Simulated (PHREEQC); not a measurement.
A made-up water analysis in mg/L, 25 °C, pH 6.95, pe 12.9: Na 0.00494; K 0.00158; Ca 0.0156; Mg 0.00567; Cl 0.0168; S(6) as SO4 0.00399; Alkalinity as HCO3 0.0549; Pb 0.00796; B 3.48e-05.

Valence states are taken as typed.

The numbers come from PHREEQC with the ion-association model, wateq4f.dat.

This is a speciation only: nothing precipitates in the calculation.

Problem. Estimate the charge-balance error.

Solution. charge-balance error 3.7 %.

Problem. In which forms is C present?

Solution. HCO3- 80 %, CO2 20 % of the C.

Species that the database lacks are ignored.
